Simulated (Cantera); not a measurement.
Feed: 1 mol borazine, a varied amount of H2, held at 29.0 Pa.

Method: chemical equilibrium by Gibbs-energy minimisation in Cantera with the NASA 1993 tables (ideal gas, pure condensed phases). Candidate condensed phases: B, BN; 15 gas species. The feed counts by its element totals alone. Mutual solubility and eutectic melting of coexisting phases are not modelled. Equilibrium is a limit: real reactors are often held back by kinetics, nucleation or transport.

Task: What condenses at these points (T in K, n(H2) in mol): (2248, 160); (1848, 73); (1648, 22); (1848, 110); (1348, 3); (1948, 110)?

Result: 
```tsv
T (K)	n(H2) in mol	condensed phases	B condensed (%)
2248	160	gas only	0.0
1848	73	B	99.5
1648	22	B + BN	100.0
1848	110	B	99.2
1348	3	BN	100.0
1948	110	B	98.0
```
